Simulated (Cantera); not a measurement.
## Catalytic stagnation flow on Pt

A jet of CH₄ : O₂ : N₂ = 0.015 : 0.054 : 0.79 (molar parts) at 300 K and 0.0960 bar hits a platinum plate 7.4 cm away at a mass flux of 0.19 kg/m²/s; the plate temperature is set and raised in steps from an oxygen-covered start.

Detailed kinetics in Cantera: Deutschmann's 1995 Pt surface mechanism with GRI-Mech 3.0 gas chemistry. Catalytic surfaces can have several steady states; this one follows from the mechanism file's or the stated starting coverage.

```
plate T (K)  wall x CH₄  wall x O₂  wall x H₂O  wall x OH  wall x CO  wall x CO₂  θ free Pt   θ O*     θ OH*
-----------  ----------  ---------  ----------  ---------  ---------  ----------  ---------  -----  --------
850              0.0138     0.0551     0.00683      <1e-8    4.05e-6     0.00447      0.168  0.831  0.000801
900              0.0111     0.0493      0.0119    1.97e-8    4.68e-6     0.00780      0.240  0.759  0.000961
950             0.00850     0.0439      0.0167    6.27e-8    5.03e-6      0.0109      0.316  0.683   0.00101
1000            0.00647     0.0396      0.0204    1.70e-7    5.26e-6      0.0134      0.393  0.606  0.000977
1050            0.00503     0.0366      0.0230    4.09e-7    5.54e-6      0.0151      0.468  0.531  0.000896
```
x: mole fraction at the wall; θ: surface coverage.
